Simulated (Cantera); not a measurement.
# Thermodynamics of carbothermic reduction, feed Fe3O4 + CH4 + H2

Input: 1 mol Fe3O4, 0.88 mol CH4, 4.4 mol H2.

Cantera equilibrium calculation (NASA polynomials, part measured and part estimated; ideal gas, pure solids and liquids). Candidate condensed phases: C, C6H6, C7H8, C8H18, Fe, Fe(CO)5, FeO, Fe(OH)2, Fe(OH)3, Fe2O3, Fe3O4, H2O; 114 gas species. Each liquid is taken as pure. Mutual solubility and eutectic melting of coexisting phases are not modelled. The tables' stoichiometric FeO is somewhat more stable than real wüstite, so its field is too wide. FeO: taken at fixed stoichiometry. Equilibrium is a limit: real reactors are often held back by kinetics, nucleation or transport.

Stable condensed phases:

```
T in °C \ P in Pa
              10      32     100     320    1000    3200   10000   32000  100000  320000 1000000
   2275        A       A       A       A       A       A       B       C       C       C       C
   2225        A       A       A       A       A       A       B       C       C       C       C
   2175        A       A       A       A       A       A       B       C       C       C       C
   2125        A       A       A       A       A       B       C       C       C       C       C
   2075        A       A       A       A       A       B       C       C       C       C       C
   2025        A       A       A       A       A       C       C       C       C       C       C
   1975        A       A       A       A       B       C       C       C       C       C       C
   1925        A       A       A       A       B       C       C       C       C       C       C
   1875        A       A       A       B       C       C       C       C       C       C       C
   1825        A       A       A       B       C       C       C       C       C       C       C
   1775        A       A       A       C       C       C       C       C       C       C       C
   1725        A       A       B       C       C       C       C       C       C       C       C
   1675        A       A       C       C       C       C       C       C       C       C       C
   1625        A       B       C       C       C       C       C       C       C       C       C
```

A: gas only; B: FeO; C: Fe + FeO.
